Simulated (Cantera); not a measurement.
**Thermodynamics of titanium nitride, carbide and oxide coatings, feed Ti(OiPr)4 + H2O**

Input: 1 mol Ti(OiPr)4, 5.8 mol H2O, equilibrated at 0.0210 bar.

Method: chemical equilibrium by Gibbs-energy minimisation in Cantera with the NASA 1993 tables (ideal gas, pure condensed phases). Candidate condensed phases: C, C6H6, C7H8, C8H18, H2O, Ti, TiC, TiO, TiO2, Ti2O3, Ti3O5, Ti4O7; 113 gas species. The feed counts by its element totals alone. TiC: taken at fixed stoichiometry. Condensed phases not in the tables: Magnéli phases beyond Ti4O7. Equilibrium is a limit: real reactors are often held back by kinetics, nucleation or transport.

At 1025 K the condensed part is C(graphite) + TiO2(rutile). At 1125 K the condensed part is C(graphite) + Ti4O7(s). At 1225 K the condensed part is C(graphite) + Ti3O5(s). From 1325 K to 2025 K the condensed part is C(graphite) + TiC(s).

| T (K) | x H2 | x CO | x H | x H2O | n C(graphite) | n TiO2(rutile) | n Ti4O7(s) | n Ti3O5(s) | n TiC(s) |
|---|---|---|---|---|---|---|---|---|---|
| 1025 | 0.716 | 0.281 | 2.54e-8 | 0.00112 | 4.22 | 1.00 | 0 | 0 | 0 |
| 1125 | 0.711 | 0.289 | 2.58e-7 | 0.000277 | 3.95 | 0 | 0.250 | 0 | 0 |
| 1225 | 0.709 | 0.291 | 1.81e-6 | 8.52e-5 | 3.87 | 0 | 0 | 0.333 | 0 |
| 1325 | 0.669 | 0.331 | 9.23e-6 | 3.35e-5 | 1.20 | 0 | 0 | 0 | 1.00 |
| 1425 | 0.669 | 0.331 | 3.85e-5 | 1.41e-5 | 1.20 | 0 | 0 | 0 | 1.00 |
| 1525 | 0.669 | 0.331 | 0.000133 | 6.69e-6 | 1.20 | 0 | 0 | 0 | 1.00 |
| 1625 | 0.669 | 0.331 | 0.000398 | 3.48e-6 | 1.20 | 0 | 0 | 0 | 1.00 |
| 1725 | 0.668 | 0.331 | 0.00105 | 1.95e-6 | 1.20 | 0 | 0 | 0 | 1.00 |
| 1825 | 0.667 | 0.331 | 0.00248 | 1.17e-6 | 1.19 | 0 | 0 | 0 | 1.00 |
| 1925 | 0.664 | 0.330 | 0.00538 | 7.36e-7 | 1.18 | 0 | 0 | 0 | 1.00 |
| 2025 | 0.659 | 0.329 | 0.0108 | 4.84e-7 | 1.16 | 0 | 0 | 0 | 1.000 |
x: gas mole fraction; n: condensed amount in mol.
